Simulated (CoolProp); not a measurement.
A Linde-Hampson liquefier for carbon monoxide: isothermal reversible compression at 290 K from 1 atm to 10 MPa, throttling to 1 atm, return gas leaving the recuperator 10 K below the feed. Each further row changes one setting.

Values from CoolProp's reference Helmholtz-energy equation of state, Lemmon 2006. It is a short technical equation, of lower accuracy than the large ones.

```json
[
 {"case": "as stated", "liquid yield per pass": "(withheld)", "compression work (kJ/kg of gas)": "393"},
 {"case": "high pressure 20 MPa", "liquid yield per pass": "(withheld)", "compression work (kJ/kg of gas)": "453"},
 {"case": "warm-end temperature 320 K", "liquid yield per pass": "(withheld)", "compression work (kJ/kg of gas)": "(withheld)"},
 {"case": "warm-end gap 15 K", "liquid yield per pass": "0.021", "compression work (kJ/kg of gas)": "393"}
]
```

Task: Complete the blanks.

Result: 
- as stated, liquid yield per pass: 0.033
- high pressure 20 MPa, liquid yield per pass: 0.071
- warm-end temperature 320 K, liquid yield per pass: 0.020
- warm-end temperature 320 K, compression work (kJ/kg of gas): 436
